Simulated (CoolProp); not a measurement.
A single-stage vapour-compression cycle with R125: evaporating at 237.15 K (dew point), condensing at 280.15 K (bubble point), superheat 10 K, subcooling 5 K, compressor efficiency 0.85, no pressure losses. Each further row changes one setting.

The numbers come from the reference Helmholtz-energy equation of state, Lemmon 2005 in CoolProp.

| case | cooling COP | pressure ratio | discharge temperature (K) | refrigerating effect (kJ/kg) | volumetric capacity (kJ/m³) |
|---|---|---|---|---|---|
| as stated | 3.88 | 4.70 | 297.8 | 119 | 1300 |
| evaporating temperature 242.15 K | 4.60 | 3.80 | 296.4 | 122 | 1630 |
| condensing temperature 275.15 K | 4.54 | 4.03 | 292.3 | 125 | 1370 |
| subcooling 10 K | 4.09 | 4.70 | 297.8 | 125 | 1370 |
| superheat 20 K | 3.92 | 4.70 | 307.9 | 127 | 1320 |
| compressor efficiency 0.75 | 3.43 | 4.70 | 302.3 | 119 | 1300 |
